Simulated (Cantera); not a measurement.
Ammonia decomposition in nitride growth gas

A perfectly stirred reactor is fed with NH3 : H2 = 1 : 0.24 (molar parts), at 0.510 bar; it is held at 2175 K, and followed from long to short residence time.

Model: the gas-phase N/H chemistry of the illustrative SiF4/NH3 mechanism in the Surface Chemkin manual (1991), integrated in Cantera. Walls and surfaces, which speed up NH3 decomposition in real reactors, are not modelled.

```tsv
τ (s)	x NH3	x H2	x N2	x NH2	x N2H4	x H
1.5	0.00374	0.770	0.222	6.56e-5	2.75e-10	0.00440
0.68	0.00880	0.767	0.220	0.000117	8.70e-10	0.00331
0.32	0.0205	0.760	0.217	0.000202	2.61e-9	0.00244
0.15	0.0450	0.742	0.210	0.000338	7.33e-9	0.00182
0.070	0.0922	0.709	0.197	0.000545	1.91e-8	0.00137
0.033	0.173	0.650	0.175	0.000833	4.45e-8	0.00102
0.015	0.302	0.557	0.139	0.00121	9.43e-8	0.000729
0.0072	0.447	0.452	0.0987	0.00158	1.61e-7	0.000524
0.0034	0.585	0.353	0.0606	0.00191	2.33e-7	0.000378
0.0016	0.685	0.280	0.0328	0.00213	2.91e-7	0.000287
0.00074	0.746	0.236	0.0159	0.00224	3.23e-7	0.000235
```
x: mole fraction; the columns are a selection and need not sum to one.
